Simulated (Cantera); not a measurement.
A closed system holds: 1 mol Si3N4, 2.8 mol O2, 6.8 mol H2, equilibrated at 1300 K and 0.810 bar.

Cantera equilibrium calculation (NASA polynomials, part measured and part estimated; ideal gas, pure solids and liquids). Candidate condensed phases: H2O, Si, SiO2, Si2N2O, Si3N4; 35 gas species. Mutual solubility and eutectic melting of coexisting phases are not modelled. The tables hold silica as quartz up to 1696 K and as liquid above; real silica turns to tridymite and cristobalite and melts near 1996 K. The numbers say what is thermodynamically allowed, not how fast it happens.

Base state: H2 0.784, N2 0.215, H2O 0.000206, NH3 3.24e-5 (mole fractions); condensed: SiO2(β-quartz) + Si2N2O(s).

### Question
What changes in the equilibrium state with this change: pressure from 0.810 bar to 1.90e-5 bar?

### Answer
```
species                before     after
-------------------  --------  --------
H2                      0.784     0.769
N2                      0.215     0.216
SiO                   9.89e-9    0.0147
NH3                   3.24e-5     <1e-9
H                     1.09e-6  0.000223
H2O                  0.000206   5.79e-6
SiO2(β-quartz), mol      2.73      2.69
Si2N2O(s), mol          0.134    0.0900
```

### Question
What changes in the equilibrium state with this change: O2 from 2.8 to 0.013 mol?

### Answer
```
species                before    after
-------------------  --------  -------
H2                      0.784    0.999
N2                      0.215  0.00127
NH3                   3.24e-5  3.58e-6
H2O                  0.000206  1.44e-9
SiO2(β-quartz), mol      2.73        0
Si2N2O(s), mol          0.134   0.0260
Si3N4(s), mol               0    0.983
```

### Question
What changes in the equilibrium state with this change: O2 from 2.8 to 0.0028 mol?

### Answer
```
species                before     after
-------------------  --------  --------
H2                      0.784     1.000
N2                      0.215  0.000274
NH3                   3.24e-5   1.66e-6
H2O                  0.000206     <1e-9
SiO2(β-quartz), mol      2.73         0
Si2N2O(s), mol          0.134   0.00560
Si3N4(s), mol               0     0.996
```
